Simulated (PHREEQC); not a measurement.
0.086 g of hydrous ferric oxide (600 m²/g; 0.2 weak and 0.005 strong sites per Fe, Dzombak-Morel constants, diffuse double layer) in 1 kg of water with 0.005 mol/kgw of an inert sodium salt and 0.003 mmol/kgw MgCl2, 0.0028 mmol/kgw CuSO4 and 0.00033 mmol/kgw MnCl2, at 25 °C; the pH is set by adding NaOH or the inert anion's acid. No oxygen is let in. The system is closed to CO2. Precipitation was switched off in this run.

All values are PHREEQC results (ion-association model, wateq4f.dat), not measurements.

```csv
pH,Mg sorbed (%),S sorbed (%),Cu sorbed (%),Mn sorbed (%),surface charge σ (C/m²),surface potential ψ (mV)
4,0.0,99.9,0.9,0.0,0.177,192
4.75,0.0,99.6,14.9,0.0,0.106,166
5.12,0.0,98.9,41.1,0.0,0.079,152
5.88,0.0,87.8,92.6,0.5,0.041,118
6.25,0.0,64.8,98.2,2.3,0.029,101
7,0.2,8.9,99.8,35.6,0.013,63
7.75,6.2,0.4,99.9,93.6,0.004,22
8.12,25.5,0.1,99.9,98.7,0.000,2
8.88,90.7,0.0,99.8,100.0,-0.007,-40
9.25,98.0,0.0,99.8,100.0,-0.012,-60
10,99.9,0.0,99.8,100.0,-0.029,-100
```

The database's constant for dissolved Cu(OH)2 is higher than later reviews accept.
